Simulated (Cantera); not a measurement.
An adiabatic, constant-pressure homogeneous reactor starts with CH4 : O2 : N2 : H2O = 1 : 2.25 : 8.45 : 2.6 (molar parts), at 1050 K and 1.01 bar. Integrator tolerance rtol = 1e-08.

Computed with Cantera and GRI-Mech 3.0 (53 species, 325 reactions).

**Question.** What does this change do: pressure from 1.01 bar to 15.0 bar?

**Answer.** 
```json
[
 {"quantity": "time of steepest temperature rise", "before": "0.530 s", "after": "25.1 ms"},
 {"quantity": "temperature at 0.700 s", "before": "2300 K", "after": "2354 K"},
 {"quantity": "equilibrium temperature", "before": "2299 K", "after": "2354 K"},
 {"quantity": "x(CH4) at 0.700 s", "before": "<1e-12 (gas-phase equilibrium <1e-12)", "after": "<1e-12 (gas-phase equilibrium <1e-12)"},
 {"quantity": "x(O2) at 0.700 s", "before": "0.0187 (gas-phase equilibrium 0.0185)", "after": "0.0162 (gas-phase equilibrium 0.0162)"},
 {"quantity": "x(H2O) at 0.700 s", "before": "0.311 (gas-phase equilibrium 0.311)", "after": "0.317 (gas-phase equilibrium 0.317)"},
 {"quantity": "x(NO) at 0.700 s", "before": "0.00357 (gas-phase equilibrium 0.00402)", "after": "0.00421 (gas-phase equilibrium 0.00421)"},
 {"quantity": "x(CO2) at 0.700 s", "before": "0.0640 (gas-phase equilibrium 0.0640)", "after": "0.0675 (gas-phase equilibrium 0.0675)"},
 {"quantity": "x(H2) at 0.700 s", "before": "0.00472 (gas-phase equilibrium 0.00472)", "after": "0.00181 (gas-phase equilibrium 0.00181)"},
 {"quantity": "x(H) at 0.700 s", "before": "0.000666 (gas-phase equilibrium 0.000664)", "after": "0.000141 (gas-phase equilibrium 0.000141)"}
]
```
The pressure lies above the range GRI-Mech 3.0 was tuned for (to about 10 atm).

**Question.** What does this change do: initial temperature 1050 to 1400 K?

**Answer.** 
| quantity | before | after |
|---|---|---|
| time of steepest temperature rise | 0.530 s | 5.07 ms |
| temperature at 0.700 s | 2300 K | 2481 K |
| equilibrium temperature | 2299 K | 2481 K |
| x(CH4) at 0.700 s | <1e-12 (gas-phase equilibrium <1e-12) | <1e-12 (gas-phase equilibrium <1e-12) |
| x(O2) at 0.700 s | 0.0187 (gas-phase equilibrium 0.0185) | 0.0221 (gas-phase equilibrium 0.0221) |
| x(H2O) at 0.700 s | 0.311 (gas-phase equilibrium 0.311) | 0.297 (gas-phase equilibrium 0.297) |
| x(NO) at 0.700 s | 0.00357 (gas-phase equilibrium 0.00402) | 0.00618 (gas-phase equilibrium 0.00618) |
| x(CO2) at 0.700 s | 0.0640 (gas-phase equilibrium 0.0640) | 0.0561 (gas-phase equilibrium 0.0561) |
| x(H2) at 0.700 s | 0.00472 (gas-phase equilibrium 0.00472) | 0.0108 (gas-phase equilibrium 0.0108) |
| x(H) at 0.700 s | 0.000666 (gas-phase equilibrium 0.000664) | 0.00240 (gas-phase equilibrium 0.00240) |
